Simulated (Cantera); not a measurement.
# CuO + CH₄ + CO (carbothermic reduction)

A closed system holds: 1 mol CuO, 0.3 mol CH₄, 0.54 mol CO, at 2323.15 K.

Equilibrium computed with Cantera from the NASA thermochemical tables; the gas is ideal and each condensed phase is pure. Candidate condensed phases: C, C₆H₆, C₇H₈, C₈H₁₈, Cu, CuO, Cu(OH)₂, Cu₂O, H₂O; 113 gas species. Equilibrium is a limit: real reactors are often held back by kinetics, nucleation or transport.

| P (Pa) | x Cu | x CO | x H₂O | x H | x CO₂ | x H₂ | x O | x OH | x O₂ | n Cu(l) |
|---|---|---|---|---|---|---|---|---|---|---|
| 10 | 0.313 | 0.235 | 0.0268 | 0.218 | 0.0278 | 0.0400 | 0.0900 | 0.0243 | 0.0251 | 0 |
| 36 | 0.347 | 0.240 | 0.0697 | 0.137 | 0.0521 | 0.0565 | 0.0460 | 0.0280 | 0.0237 | 0 |
| 130 | 0.376 | 0.238 | 0.114 | 0.0753 | 0.0774 | 0.0620 | 0.0190 | 0.0231 | 0.0146 | 0 |
| 460 | 0.393 | 0.235 | 0.145 | 0.0404 | 0.0951 | 0.0631 | 0.00670 | 0.0154 | 0.00642 | 0 |
| 1700 | 0.401 | 0.234 | 0.162 | 0.0212 | 0.104 | 0.0641 | 0.00200 | 0.00890 | 0.00210 | 0 |
| 6000 | 0.403 | 0.234 | 0.170 | 0.0114 | 0.107 | 0.0655 | 0.000582 | 0.00493 | 0.000631 | 0 |
| 22000 | 0.256 | 0.294 | 0.218 | 0.00671 | 0.136 | 0.0833 | 0.000160 | 0.00293 | 0.000175 | 0.488 |
| 77000 | 0.0732 | 0.368 | 0.276 | 0.00403 | 0.170 | 0.105 | 4.58e-5 | 0.00176 | 5.01e-5 | 0.883 |
| 280000 | 0.0201 | 0.390 | 0.294 | 0.00218 | 0.180 | 0.112 | 1.26e-5 | 0.000952 | 1.38e-5 | 0.970 |
| 1000000 | 0.00564 | 0.396 | 0.299 | 0.00116 | 0.183 | 0.114 | 3.52e-6 | 0.000508 | 3.86e-6 | 0.992 |
x: gas mole fraction; n: condensed amount in mol.

From 0.0750 Torr to 45.0 Torr nothing is condensed. From 165 Torr to 7500 Torr the condensed part is Cu(l). The main Cu-bearing gas is Cu throughout.
